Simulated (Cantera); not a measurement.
A closed system holds: 1 mol Fe₂O₃, 2.7 mol CH₄, 1.1 mol N₂, equilibrated at 0.520 bar.

Equilibrium computed with Cantera from the NASA thermochemical tables; the gas is ideal and each condensed phase is pure. Candidate condensed phases: C, C₆H₆, C₇H₈, C₈H₁₈, Fe, Fe(CO)₅, FeO, Fe(OH)₂, Fe(OH)₃, Fe₂O₃, Fe₃O₄, H₂O; 140 gas species. The numbers say what is thermodynamically allowed, not how fast it happens.

log p: log10 of the partial pressure in bar; n: condensed amount in mol.

```tsv
T (K)	log p H₂	log p CO	log p Fe	log p N₂	log p H	log p H₂O	n Fe(l)
1848	-0.54	-0.82	-4.24	-1.21	-3.54	-1.82	2.00
1948	-0.54	-0.82	-3.70	-1.21	-3.22	-1.82	2.00
2048	-0.54	-0.82	-3.21	-1.21	-2.92	-1.82	1.99
2148	-0.54	-0.82	-2.77	-1.21	-2.65	-1.82	1.97
2248	-0.55	-0.83	-2.37	-1.21	-2.41	-1.82	1.92
2348	-0.55	-0.83	-2.01	-1.22	-2.19	-1.82	1.82
2448	-0.57	-0.84	-1.68	-1.23	-1.99	-1.83	?
2548	-0.60	-0.86	-1.37	-1.25	-1.81	-1.86	?
2648	-0.64	-0.90	-1.09	-1.29	-1.65	-1.91	?
```

Question: Fill in the missing entries.

Answer: 
- 2448, n Fe(l): 1.61
- 2548, n Fe(l): 1.17
- 2648, n Fe(l): 0.260
